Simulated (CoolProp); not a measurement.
Isobutane along the isobar 0.795 MPa: Z from the reference equation and from simpler models built on Tc = 407.8 K, pc = 3.629 MPa, ω = 0.184; each cubic takes its own stable root.

Computed with CoolProp (reference Helmholtz-energy equation of state, Bücker 2006).

| T (K) | phase | reference |
|---|---|---|
| 246.2 | liquid | 0.03693 |
| 269.4 | liquid | 0.03521 |
| 292.6 | liquid | 0.03401 |
| 315.8 | liquid | 0.03332 |
| 339 | gas | 0.8442 |
| 362.1 | gas | 0.8792 |
| 385.3 | gas | 0.9039 |
| 408.5 | gas | 0.9220 |
| 431.7 | gas | 0.9358 |
| 454.9 | gas | 0.9466 |
| 478 | gas | 0.9552 |
| 501.2 | gas | 0.9622 |
| 524.4 | gas | 0.9680 |

Problem. How far does each simpler model (van der Waals, Redlich-Kwong, Soave-Redlich-Kwong, Peng-Robinson) lie from the reference over these 13 states: mean and median of the absolute difference, and the worst?

Solution. 
- van der Waals: mean 382.5 %, median 1.8 %, worst +2494.2 % at 315.8 K and 0.795 MPa
- Redlich-Kwong: mean 3.4 %, median 0.4 %, worst +12.2 % at 315.8 K and 0.795 MPa
- Soave-Redlich-Kwong: mean 2.3 %, median 0.1 %, worst +8.6 % at 315.8 K and 0.795 MPa
- Peng-Robinson: mean 2.1 %, median 0.8 %, worst -5.8 % at 246.2 K and 0.795 MPa

At some of these states van der Waals gives the other phase, because its saturation line lies elsewhere.
